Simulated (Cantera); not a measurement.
# Equilibrium for chlorosilane synthesis and conversion: SiCl4 + Cl2 + H2

A closed system holds: 1 mol SiCl4, 0.55 mol Cl2, 0.72 mol H2, held at 14.0 bar.

Cantera equilibrium calculation (NASA polynomials, part measured and part estimated; ideal gas, pure solids and liquids). Candidate condensed phases: Si; 19 gas species. The tables' values for SiCl3 are old estimates; treat these amounts as uncertain. Equilibrium is a limit: real reactors are often held back by kinetics, nucleation or transport.

From 900 K to 1600 K nothing is condensed. The main Si-bearing gas is SiCl4 throughout.

```
T (K)  x HCl  x SiCl4    x H2   x SiCl3  x SiHCl3   x SiCl2      x Cl
-----  -----  -------  ------  --------  --------  --------  --------
900    0.485    0.440  0.0747   7.84e-7  0.000193  6.65e-11  5.41e-11
1000   0.485    0.440  0.0744   8.11e-6  0.000476   3.62e-9   1.00e-9
1100   0.486    0.439  0.0739   5.42e-5  0.000986   9.30e-8   1.11e-8
1200   0.487    0.438  0.0730  0.000261   0.00179   1.36e-6   8.24e-8
1300   0.488    0.436  0.0714  0.000970   0.00291   1.28e-5   4.56e-7
1400   0.491    0.433  0.0689   0.00293   0.00430   8.40e-5   2.00e-6
1500   0.497    0.425  0.0647   0.00736   0.00574  0.000405   7.40e-6
1600   0.505    0.412  0.0581    0.0156   0.00684   0.00146   2.41e-5
```
x: gas mole fraction; nothing condenses.
